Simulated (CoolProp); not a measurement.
C3F8 (R218) at 282.69 K and 0.337 MPa flows at 0.77 m/s in a round tube of 4.6 mm bore and 15 µm roughness, fully developed (64/Re and Nu = 3.66 if laminar; Colebrook and Gnielinski if turbulent). Each further row changes one setting.

Model: reference Helmholtz-energy equation of state, Lemmon 2006, in CoolProp. It is a short technical equation, of lower accuracy than the large ones.

```json
[
 {"case": "as stated", "Reynolds number": "9300", "Darcy friction factor": "___", "pressure drop (Pa/m)": "68.9", "heat-transfer coefficient (W/(m² K))": "___", "mass flow (kg/h)": "1.37"},
 {"case": "velocity 1.54 m/s", "Reynolds number": "18600", "Darcy friction factor": "0.0322", "pressure drop (Pa/m)": "___", "heat-transfer coefficient (W/(m² K))": "158", "mass flow (kg/h)": "2.74"},
 {"case": "diameter 9.2 mm", "Reynolds number": "18600", "Darcy friction factor": "0.0295", "pressure drop (Pa/m)": "___", "heat-transfer coefficient (W/(m² K))": "___", "mass flow (kg/h)": "___"}
]
```

Task: Some entries are withheld; supply them.

Result: 
- as stated, Darcy friction factor: 0.0359
- as stated, heat-transfer coefficient (W/(m² K)): 83.8
- velocity 1.54 m/s, pressure drop (Pa/m): 247
- diameter 9.2 mm, pressure drop (Pa/m): 28.3
- diameter 9.2 mm, heat-transfer coefficient (W/(m² K)): 72.1
- diameter 9.2 mm, mass flow (kg/h): 5.48

Viscosity comes from a separate model (Huber 2003), an estimate that may be off by 10 % or more. Thermal conductivity comes from a separate model (Huber 2003), an estimate that may be off by 10 % or more.
